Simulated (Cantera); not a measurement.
Cantera run:

```python
import numpy as np
import cantera as ct

gas_names = """
    C CH CH2 CH3 CH2OH CH3O CH4 CH3OH CN CO CO2 COOH C2 C2H CHCO,ketyl C2H2,acetylene C2H2,vinylidene
    CH2CO,ketene C2H3,vinyl CH3CN CH3CO,acetyl C2H4 C2H4O,ethylen CH3CHO,ethanal CH3COOH (HCOOH)2 C2H5
    C2H6 CH3OCH3 C2H5OH CCN CNC C2N2 C2O C3 C3H3,propargyl C3H4,allene C3H4,propyne C3H4,cyclo-
    C3H5,allyl C3H6,propylene C3H6,cyclo- C3H6O C3H7,n-propyl C3H7,i-propyl C3H8 C3H8O,1propanol
    C3H8O,2propanol C3O2 C4 C4H2 C4H4,1,3-cyclo- C4H6,butadiene C4H6,2-butyne C4H6,cyclo- C4H8,1-butene
    C4H8,cis2-buten C4H8,tr2-butene C4H8,isobutene C4H8,cyclo- (CH3COOH)2 C4H9,n-butyl C4H9,i-butyl
    C4H9,s-butyl C4H9,t-butyl C4H10,isobutane C4H10,n-butane C4N2 C5 C5H6,1,3cyclo- C5H8,cyclo-
    C5H10,1-pentene C5H10,cyclo- C5H11,pentyl C5H11,t-pentyl C5H12,n-pentane C5H12,i-pentane
    CH3C(CH3)2CH3 C6H2 C6H5,phenyl C6H5O,phenoxy C6H6 C6H5OH,phenol C6H10,cyclo- C6H12,1-hexene
    C6H12,cyclo- C6H13,n-hexyl C7H7,benzyl C7H8 C7H8O,cresol C7H14,1-heptene C7H15,n-heptyl
    C7H16,n-heptane C8H8,styrene C8H10,ethylbenz C8H16,1-octene C8H17,n-octyl C8H18,isooctane
    C8H18,n-octane C9H19,n-nonyl C10H8,naphthale C10H21,n-decyl C12H9,o-bipheny C12H10,bipheny H HCN HCO
    HCCN HNC HNCO HNO HNO2 HNO3 HO2 H2 HCHO,formaldehy HCOOH H2O H2O2 N NCO NH NH2 NH3 NH2OH NO NO2 NO3
    N2 N2H2 N2H4 N2O O OH O2 O3 Ti TiO TiO2
""".split()
cond_names = """
    C(gr) C6H6(L) C7H8(L) C8H18(L),n-octa H2O(s) H2O(L) Ti(a) Ti(b) Ti(L) TiC(s) TiC(L) TiN(s) TiN(L)
    TiO(a) TiO(b) TiO(L) TiO2(ru) TiO2(L) Ti2O3(a) Ti2O3(b) Ti2O3(L) Ti3O5(a) Ti3O5(b) Ti3O5(L) Ti4O7(s)
    Ti4O7(L)
""".split()


def load(file, names, dense=False):
    # The tables refer to 1 bar. Condensed volumes are neglected.
    table = {s.name: s for s in ct.Species.list_from_file(file)}
    out = []
    for n in names:
        d = dict(table[n].input_data)
        d["thermo"] = dict(d["thermo"], **{"reference-pressure": 1e5})
        if dense:
            d["equation-of-state"] = {"model": "constant-volume", "density": "1e6 g/cm^3"}
        out.append(ct.Species.from_dict(d))
    return out


gas = ct.Solution(thermo="ideal-gas", species=load("nasa_gas.yaml", gas_names))
cond = {s.name: ct.Solution(thermo="fixed-stoichiometry", species=[s], name=s.name)
        for s in load("nasa_condensed.yaml", cond_names, dense=True)}
atoms = {
    'Ti(NMe2)4': {'Ti': 1, 'C': 8, 'H': 24, 'N': 4},
    'C3H8': {'C': 3, 'H': 8},
    'H2': {'H': 2},
    'O2': {'O': 2},
}
top_T = {'C(gr)': 4500}  # K; cautious upper limits of use, not melting points


def equilibrate(T, P, feed):
    n = {}
    for name, mol in feed.items():
        for a, k in atoms[name].items():
            n[a] = n.get(a, 0.0) + k * mol
    gas.TPX = T, P, n
    mass = sum(n.values()) * gas.mean_molecular_weight
    gas.equilibrate("TP")
    valid = [c for c in cond.values() if c.min_temp <= T <= top_T.get(c.name, c.max_temp)]
    mix = ct.Mixture([(gas, mass / gas.mean_molecular_weight)] + [(c, 0.0) for c in valid])
    mix.T, mix.P = T, P
    mix.equilibrate("TP", solver="vcs", rtol=1e-11, max_steps=5000)
    return mix


results = []
feed = {'Ti(NMe2)4': 1, 'C3H8': 0.097, 'H2': 160, 'O2': 0.068}  # mol
T = 1675  # K
for P in [10, 28, 77, 220, 600, 1700, 4600, 13000, 36000, 100000]:
    mix = equilibrate(T, P, feed)
    results.append((T, P, feed, dict(zip(mix.species_names, mix.species_moles))))
    x = sorted(zip(gas.X, gas.species_names), reverse=True)
    print(f"T = {T:g} K  P = {P:g} Pa  gas = {mix.phase_moles(0):.4g} mol")
    print("   x: " + "  ".join(f"{s} {v:.3e}" for v, s in x if v > 0.0001))
    print("   condensed (mol): " + ("  ".join(f"{mix.phase(i).name} {mix.phase_moles(i):.4g}"
          for i in range(1, mix.n_phases) if mix.phase_moles(i) > 1e-12) or "none"))
```

Output:

```
T = 1675 K  P = 10 Pa  gas = 175.5 mol
   x: H2 9.761e-01  H 1.147e-02  N2 1.122e-02  CO 7.748e-04  HCN 3.337e-04
   condensed (mol): C(gr) 7.075  TiC(s) 1
T = 1675 K  P = 28 Pa  gas = 175.1 mol
   x: H2 9.807e-01  N2 1.125e-02  H 6.872e-03  CO 7.766e-04  HCN 3.348e-04
   condensed (mol): C(gr) 7.075  TiC(s) 1
T = 1675 K  P = 77 Pa  gas = 174.9 mol
   x: H2 9.834e-01  N2 1.126e-02  H 4.149e-03  CO 7.776e-04  HCN 3.355e-04
   condensed (mol): C(gr) 7.075  TiC(s) 1
T = 1675 K  P = 220 Pa  gas = 174.7 mol
   x: H2 9.851e-01  N2 1.127e-02  H 2.457e-03  CO 7.783e-04  HCN 3.359e-04
   condensed (mol): C(gr) 7.074  TiC(s) 1
T = 1675 K  P = 600 Pa  gas = 174.7 mol
   x: H2 9.860e-01  N2 1.128e-02  H 1.488e-03  CO 7.787e-04  HCN 3.362e-04
   condensed (mol): C(gr) 7.073  TiC(s) 1
T = 1675 K  P = 1700 Pa  gas = 174.6 mol
   x: H2 9.866e-01  N2 1.128e-02  H 8.845e-04  CO 7.789e-04  HCN 3.363e-04
   condensed (mol): C(gr) 7.071  TiC(s) 1
T = 1675 K  P = 4600 Pa  gas = 174.6 mol
   x: H2 9.869e-01  N2 1.128e-02  CO 7.791e-04  H 5.378e-04  HCN 3.364e-04
   condensed (mol): C(gr) 7.065  TiC(s) 1
T = 1675 K  P = 13000 Pa  gas = 174.5 mol
   x: H2 9.871e-01  N2 1.129e-02  CO 7.792e-04  HCN 3.365e-04  H 3.199e-04  CH4 1.526e-04
   condensed (mol): C(gr) 7.048  TiC(s) 1
T = 1675 K  P = 36000 Pa  gas = 174.5 mol
   x: H2 9.869e-01  N2 1.129e-02  CO 7.794e-04  CH4 4.224e-04  HCN 3.365e-04  H 1.922e-04
   condensed (mol): C(gr) 7  TiC(s) 1
T = 1675 K  P = 100000 Pa  gas = 174.3 mol
   x: H2 9.862e-01  N2 1.130e-02  CH4 1.172e-03  CO 7.797e-04  HCN 3.365e-04  H 1.153e-04
   condensed (mol): C(gr) 6.869  TiC(s) 1
```

Cantera equilibrium calculation (NASA polynomials, part measured and part estimated; ideal gas, pure solids and liquids). The feed counts by its element totals alone. TiC: taken at fixed stoichiometry.
